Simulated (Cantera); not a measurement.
Charge: 1 mol SiC, 0.073 mol CO2, 21 mol N2, 1.1 mol N2O, held at 1948.15 K and 31000 Pa.

Method: chemical equilibrium by Gibbs-energy minimisation in Cantera with the NASA 1993 tables (ideal gas, pure condensed phases). Candidate condensed phases: C, Si, SiC, SiO2, Si2N2O, Si3N4; 34 gas species. Mutual solubility and eutectic melting of coexisting phases are not modelled. Rates play no part.

Base state: N2 0.956, CO 0.0342, SiO 0.00957, Si 1.97e-5 (mole fractions); condensed: SiC(s) + Si2N2O(s).

What changes in the equilibrium state with this change: pressure from 31000 Pa to 620000 Pa?


```
species            before     after
----------------  -------  --------
N2                  0.956     0.967
CO                 0.0342    0.0333
SiO               0.00957  0.000194
Si                1.97e-5   1.20e-7
SiC(s), mol         0.291         0
Si2N2O(s), mol      0.245     0.498
C(graphite), mol        0     0.329
```
